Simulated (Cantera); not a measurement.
A closed system holds: 1 mol Si(CH₃)₄, 2 mol HCl, 16 mol H₂, held at 0.100 bar.

Cantera equilibrium calculation (NASA polynomials, part measured and part estimated; ideal gas, pure solids and liquids). Candidate condensed phases: C, C₆H₆, C₇H₈, C₈H₁₈, Si, SiC; 109 gas species. Gases not in the tables: Si₂H₆ and higher silanes. Rates play no part.

Q: What share of the Si ends up in condensed phases as a function of T (K), at 1173, 1273, 1373, 1473, 1573, 1673, 1773, 1873, 1973, 2073, 2173, 2273, 2373?

A: 
```tsv
T (K)	Si condensed (%)	as
1173	99.1	SiC(s)
1273	99.7	SiC(s)
1373	99.7	SiC(s)
1473	99.6	SiC(s)
1573	99.4	SiC(s)
1673	99.1	SiC(s)
1773	98.8	SiC(s)
1873	98.3	SiC(s)
1973	97.8	SiC(s)
2073	97.0	SiC(s)
2173	95.5	SiC(s)
2273	92.1	SiC(s)
2373	82.9	SiC(s)
```
